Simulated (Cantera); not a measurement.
**Fluorocarbon and chlorocarbon gases: CCl4 + CH4 + H2**

Charge: 1 mol CCl4, 0.42 mol CH4, 0.2 mol H2, equilibrated at 75.0 Torr.

Method: chemical equilibrium by Gibbs-energy minimisation in Cantera with the NASA 1993 tables (ideal gas, pure condensed phases). Candidate condensed phases: C, C6H6, C7H8, C8H18; 91 gas species. The tables' values for CCl are old estimates; treat these amounts as uncertain. Equilibrium is a limit: real reactors are often held back by kinetics, nucleation or transport.

```csv
T (°C),x Cl,x H,x HCl,x C3,x H2,x C,x C2,n C(graphite)
2852,0.596,0.130,0.221,0.0112,0.0326,0.00159,0.00116,1.17
2902,0.600,0.147,0.190,0.0181,0.0316,0.00244,0.00190,1.02
2952,0.600,0.164,0.162,0.0289,0.0296,0.00371,0.00306,0.793
3002,0.594,0.178,0.134,0.0453,0.0269,0.00556,0.00486,0.423
3052,0.585,0.190,0.110,0.0627,0.0238,0.00792,0.00705,0
3102,0.588,0.205,0.0934,0.0614,0.0218,0.01000,0.00808,0
3152,0.590,0.220,0.0789,0.0598,0.0196,0.0125,0.00920,0
3202,0.591,0.232,0.0664,0.0579,0.0173,0.0155,0.0104,0
```
x: gas mole fraction; n: condensed amount in mol.

From 2852 °C to 3002 °C the condensed part is C(graphite). From 3052 °C to 3202 °C nothing is condensed. The main C-bearing gas is C3 throughout.
